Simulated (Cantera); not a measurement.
A freely propagating, adiabatic, planar premixed flame of CH₄ : C₂H₆ : C₃H₈ : O₂ : N₂ = 1 : 0.049 : 0.033 : 2.12 : 7.99 (molar parts), equivalence ratio 1.1, unburnt at 625 K and 0.260 bar; mixture-averaged transport, grid criteria slope 0.08 and curve 0.16, no radiation.

Cantera simulation using GRI-Mech 3.0 (53 species, 325 reactions); the numbers are that mechanism's predictions, not measurements. Burning velocities carry a grid error of a few per cent, more on coarse grids.

Q: Predict: laminar burning velocity; thermal thickness; peak x(OH); peak x(C₂H).

A: laminar burning velocity: 181 cm/s
thermal thickness: 1.03 mm
peak x(OH): 0.0111
peak x(C₂H): 1.42e-6
